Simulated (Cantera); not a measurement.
## Thermal oxidation and active oxidation of silicon: Si + H₂O + H₂

A closed system holds: 1 mol Si, 0.0018 mol H₂O, 400 mol H₂, equilibrated at 1477 °C.

These are equilibrium values from Cantera (NASA tables, ideal gas, pure condensed phases), not measurements of a reactor. Candidate condensed phases: H₂O, Si, SiO₂; 18 gas species. Gases not in the tables: Si₂H₆ and higher silanes. Equilibrium is a limit: real reactors are often held back by kinetics, nucleation or transport.

```json
[
 {"P (Pa)": "0.100", "log p H₂": "-6.10", "log p H": "-6.68", "log p Si": "-8.65", "log p SiH": "-11.58", "log p SiH₂": "-13.61", "log p SiH₄": "<-18", "log p Si₂": "-13.77", "n Si(l)": "0"},
 {"P (Pa)": "0.600", "log p H₂": "-5.26", "log p H": "-6.27", "log p Si": "-7.85", "log p SiH": "-10.36", "log p SiH₂": "-11.97", "log p SiH₄": "<-17", "log p Si₂": "-12.16", "n Si(l)": "0"},
 {"P (Pa)": "3.60", "log p H₂": "-4.46", "log p H": "-5.86", "log p Si": "-7.06", "log p SiH": "-9.17", "log p SiH₂": "-10.38", "log p SiH₄": "-16.09", "log p Si₂": "-10.58", "n Si(l)": "0"},
 {"P (Pa)": "22", "log p H₂": "-3.67", "log p H": "-5.47", "log p Si": "-6.28", "log p SiH": "-7.99", "log p SiH₂": "-8.80", "log p SiH₄": "-13.71", "log p Si₂": "-9.02", "n Si(l)": "0"},
 {"P (Pa)": "130", "log p H₂": "-2.89", "log p H": "-5.08", "log p Si": "-5.82", "log p SiH": "-7.15", "log p SiH₂": "-7.57", "log p SiH₄": "-11.70", "log p Si₂": "-8.11", "n Si(l)": "0.497"},
 {"P (Pa)": "770", "log p H₂": "-2.11", "log p H": "-4.69", "log p Si": "-5.82", "log p SiH": "-6.76", "log p SiH₂": "-6.80", "log p SiH₄": "-10.16", "log p Si₂": "-8.11", "n Si(l)": "0.902"},
 {"P (Pa)": "4600", "log p H₂": "-1.34", "log p H": "-4.30", "log p Si": "-5.82", "log p SiH": "-6.37", "log p SiH₂": "-6.02", "log p SiH₄": "-8.60", "log p Si₂": "-8.11", "n Si(l)": "0.973"},
 {"P (Pa)": "28000", "log p H₂": "-0.55", "log p H": "-3.91", "log p Si": "-5.82", "log p SiH": "-5.98", "log p SiH₂": "-5.23", "log p SiH₄": "-7.03", "log p Si₂": "-8.11", "n Si(l)": "0.986"},
 {"P (Pa)": "170000", "log p H₂": "0.23", "log p H": "-3.52", "log p Si": "-5.82", "log p SiH": "-5.59", "log p SiH₂": "-4.45", "log p SiH₄": "-5.47", "log p Si₂": "-8.11", "n Si(l)": "0.988"},
 {"P (Pa)": "1000000", "log p H₂": "1.00", "log p H": "-3.13", "log p Si": "-5.82", "log p SiH": "-5.20", "log p SiH₂": "-3.68", "log p SiH₄": "-3.93", "log p Si₂": "-8.11", "n Si(l)": "0.985"}
]
```
log p: log10 of the partial pressure in bar; n: condensed amount in mol.

From 0.100 Pa to 22.0 Pa nothing is condensed. From 130 Pa to 1000000 Pa the condensed part is Si(l). The main Si-bearing gas is Si at 0.100 Pa and SiH₂ at 1000000 Pa.
